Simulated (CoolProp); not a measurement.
Vapour-liquid equilibrium of propylene (1) + 1-butene (2) at -67.75 °C; x and y are mole fractions of (1).

The numbers come from the multi-fluid Helmholtz-energy mixture model, Lemmon 2013 and Lemmon 2005; pair parameters Bell 2016 in CoolProp.

```json
[
 {"x": "0.05", "bubble pressure (kPa)": "5.581", "y at the bubble point": "0.331", "dew pressure at overall composition x (kPa)": "4.110", "liquid density (mol/L)": "12.46"},
 {"x": "0.125", "bubble pressure (kPa)": "8.053", "y at the bubble point": "0.572", "dew pressure at overall composition x (kPa)": "4.422", "liquid density (mol/L)": "12.64"},
 {"x": "0.2", "bubble pressure (kPa)": "10.51", "y at the bubble point": "0.699", "dew pressure at overall composition x (kPa)": "4.785", "liquid density (mol/L)": "12.83"},
 {"x": "0.275", "bubble pressure (kPa)": "12.97", "y at the bubble point": "0.778", "dew pressure at overall composition x (kPa)": "5.212", "liquid density (mol/L)": "13.02"},
 {"x": "0.35", "bubble pressure (kPa)": "15.41", "y at the bubble point": "0.832", "dew pressure at overall composition x (kPa)": "5.723", "liquid density (mol/L)": "13.21"},
 {"x": "0.425", "bubble pressure (kPa)": "17.85", "y at the bubble point": "0.871", "dew pressure at overall composition x (kPa)": "6.345", "liquid density (mol/L)": "13.41"},
 {"x": "0.5", "bubble pressure (kPa)": "20.28", "y at the bubble point": "…", "dew pressure at overall composition x (kPa)": "7.117", "liquid density (mol/L)": "13.61"},
 {"x": "0.575", "bubble pressure (kPa)": "22.72", "y at the bubble point": "0.925", "dew pressure at overall composition x (kPa)": "8.104", "liquid density (mol/L)": "13.81"},
 {"x": "0.65", "bubble pressure (kPa)": "25.15", "y at the bubble point": "0.944", "dew pressure at overall composition x (kPa)": "9.407", "liquid density (mol/L)": "14.03"},
 {"x": "0.725", "bubble pressure (kPa)": "27.59", "y at the bubble point": "…", "dew pressure at overall composition x (kPa)": "11.21", "liquid density (mol/L)": "14.24"},
 {"x": "0.8", "bubble pressure (kPa)": "30.03", "y at the bubble point": "0.973", "dew pressure at overall composition x (kPa)": "13.85", "liquid density (mol/L)": "14.46"},
 {"x": "0.875", "bubble pressure (kPa)": "…", "y at the bubble point": "0.984", "dew pressure at overall composition x (kPa)": "18.12", "liquid density (mol/L)": "14.69"},
 {"x": "0.95", "bubble pressure (kPa)": "34.95", "y at the bubble point": "…", "dew pressure at overall composition x (kPa)": "26.08", "liquid density (mol/L)": "14.92"}
]
```

**Question.** Some entries are withheld; supply them.

**Answer.** 
- 0.5, y at the bubble point: 0.901
- 0.725, y at the bubble point: 0.959
- 0.875, bubble pressure (kPa): 32.49
- 0.95, y at the bubble point: 0.994

No azeotrope shows between x = 0.05 and 0.95.

Pair parameters are fitted to limited data, so mixtures are less certain than the pure fluids.
